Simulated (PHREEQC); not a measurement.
Dissolve 0.017 mol H3BO3 and 9e-05 mol NaHCO3 per kg of water at 20 °C. Closed to the air; pH follows from the charge balance.

All values are PHREEQC results (Pitzer model, pitzer.dat), not measurements.

- pH = 6.55
- ionic strength = 9.03e-5 mol/kgw
- osmotic coefficient = 1.000
- total alkalinity = 0.0900 meq/kg

| species | molality | activity | log γ |
|---|---|---|---|
| B(OH)3 | 0.0170 | 0.0170 | 0.000 |
| Na+ | 9.00e-5 | 8.91e-5 | -0.004 |
| HCO3- | 5.44e-5 | 5.37e-5 | -0.006 |
| CO2 | 3.56e-5 | 3.56e-5 | 0.000 |
| B(OH)4- | 3.53e-5 | 3.48e-5 | -0.006 |
| B3O3(OH)4- | 5.26e-7 | 5.15e-7 | -0.009 |
| H+ | 2.83e-7 | 2.81e-7 | -0.003 |
| OH- | 2.47e-8 | 2.43e-8 | -0.006 |
| CO3-2 | 8.27e-9 | 7.86e-9 | -0.022 |

This is a speciation only: nothing precipitates in the calculation.
